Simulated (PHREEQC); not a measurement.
A column of 0.2 m (30 cells, dispersivity 0.01 m, 300 s a shift, diffusion coefficient 3e-10 m²/s) holds 0.085 eq of the database's cation exchanger X per kg of pore water, first in equilibrium with 45 mmol/kgw LiCl, 1.4 mmol/kgw ZnCl2, 24 mmol/kgw MgCl2 and 0.01 mmol/kgw HCl. It is flushed with 0.0013 mol BaCl2, 0.0045 mol CdCl2, 0.022 mol NaCl and 1e-05 mol HCl per kg of water, at 40 °C. Values are for the last cell. The system is closed to CO2. No solid was allowed to form.

Computed with PHREEQC (ion-association model, phreeqc.dat).

| pore volumes | Na in solution (mol/kgw) | Cd in solution (mol/kgw) | Li in solution (mol/kgw) | Ba in solution (mol/kgw) | Mg in solution (mol/kgw) |
|---|---|---|---|---|---|
| 0 | 0 | 0 | 0.0450 | 0 | 0.0240 |
| 0.2833 | 4.31e-9 | 3.82e-11 | 0.0450 | 0 | 0.0240 |
| 0.8167 | 0.00199 | 3.32e-5 | 0.0360 | 2.16e-11 | 0.0181 |
| 1.083 | 0.00588 | 5.87e-5 | 0.0235 | 1.56e-10 | 0.0120 |
| 1.35 | 0.0101 | 7.33e-5 | 0.0137 | 4.08e-10 | 0.00846 |
| 1.883 | 0.0169 | 0.000150 | 0.00387 | 1.85e-9 | 0.00633 |
| 2.15 | 0.0189 | 0.000231 | 0.00191 | 3.89e-9 | 0.00597 |
| 2.417 | 0.0201 | 0.000345 | 0.000906 | 8.09e-9 | 0.00570 |
| 2.683 | 0.0207 | 0.000489 | 0.000420 | 1.64e-8 | 0.00545 |
| 3.217 | 0.0213 | 0.000845 | 8.57e-5 | 6.05e-8 | 0.00497 |
| 3.483 | 0.0215 | 0.00104 | 3.82e-5 | 1.09e-7 | 0.00474 |
| 3.75 | 0.0215 | 0.00125 | 1.69e-5 | 1.87e-7 | 0.00452 |
| 4.283 | 0.0217 | 0.00165 | 3.29e-6 | 4.89e-7 | 0.00408 |
| 4.55 | 0.0217 | 0.00185 | 1.45e-6 | 7.48e-7 | 0.00387 |
| 4.817 | 0.0217 | 0.00204 | 6.36e-7 | 1.11e-6 | 0.00367 |
| 5.35 | 0.0218 | 0.00240 | 1.23e-7 | 2.24e-6 | 0.00330 |
| 5.617 | 0.0218 | 0.00257 | 5.40e-8 | 3.07e-6 | 0.00313 |
| 5.883 | 0.0218 | 0.00272 | 2.38e-8 | 4.12e-6 | 0.00297 |
| 6.15 | 0.0219 | 0.00287 | 1.04e-8 | 5.44e-6 | 0.00281 |
| 6.683 | 0.0219 | 0.00315 | 2.02e-9 | 9.04e-6 | 0.00252 |
| 6.95 | 0.0219 | 0.00328 | 8.88e-10 | 1.14e-5 | 0.00239 |
| 7.217 | 0.0219 | 0.00340 | 3.90e-10 | 1.43e-5 | 0.00226 |
| 7.75 | 0.0220 | 0.00362 | 7.54e-11 | 2.15e-5 | 0.00203 |
| 8.017 | 0.0220 | 0.00373 | 3.31e-11 | 2.61e-5 | 0.00192 |

Species that the database lacks are ignored. Constants without temperature data keep their 25 °C values here.
